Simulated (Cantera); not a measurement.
An isothermal, constant-pressure homogeneous reactor starts with 1.92 % H2, 66.3 % O2, 31.8 % N2, equivalence ratio 0.015, at 1250 K and 10.00 Torr.

Model: the H2/O2 subset of GRI-Mech 3.0, which has no nitrogen chemistry, integrated in Cantera. Radical loss at walls, strong at low pressure, is not modelled.

x: mole fraction; the columns are a selection and need not sum to one.

| t (s) | x H2 | x O2 | x H2O2 | x H | x O |
|---|---|---|---|---|---|
| 0.000800 | 0.0192 | 0.663 | 2.13e-11 | 2.93e-8 | 1.03e-7 |
| 0.00133 | 0.0192 | 0.663 | 5.83e-11 | 2.00e-7 | 7.35e-7 |
| 0.00222 | 0.0192 | 0.663 | 1.82e-10 | 4.71e-6 | 1.74e-5 |
| 0.00369 | 0.0151 | 0.659 | [?] | 0.000692 | 0.00236 |
| 0.00614 | 0.000528 | 0.647 | [?] | 0.00224 | 0.0138 |
| 0.0102 | 0.000202 | 0.646 | 3.05e-8 | 0.00175 | 0.0144 |
| 0.0170 | 0.000189 | 0.647 | 3.02e-8 | 0.00161 | 0.0137 |
| 0.0283 | 0.000174 | 0.648 | 3.01e-8 | 0.00141 | 0.0125 |
| 0.0471 | 0.000152 | 0.650 | 2.98e-8 | 0.00114 | 0.0108 |
| 0.0783 | 0.000124 | 0.651 | 2.92e-8 | 0.000825 | 0.00869 |
| 0.130 | 9.02e-5 | 0.654 | 2.78e-8 | 0.000507 | 0.00626 |
| 0.217 | 5.76e-5 | 0.656 | [?] | 0.000255 | 0.00395 |
| 0.361 | 3.18e-5 | 0.657 | [?] | 0.000104 | 0.00216 |
| 0.601 | 1.54e-5 | 0.658 | [?] | 3.49e-5 | 0.00105 |
| 1.00 | 6.84e-6 | 0.659 | [?] | 1.03e-5 | 0.000462 |

**Question.** Complete the blanks.

**Answer.** 
- 0.00369, x H2O2: 2.91e-8
- 0.00614, x H2O2: 4.94e-8
- 0.217, x H2O2: 2.53e-8
- 0.361, x H2O2: 2.15e-8
- 0.601, x H2O2: 1.67e-8
- 1.00, x H2O2: 1.16e-8
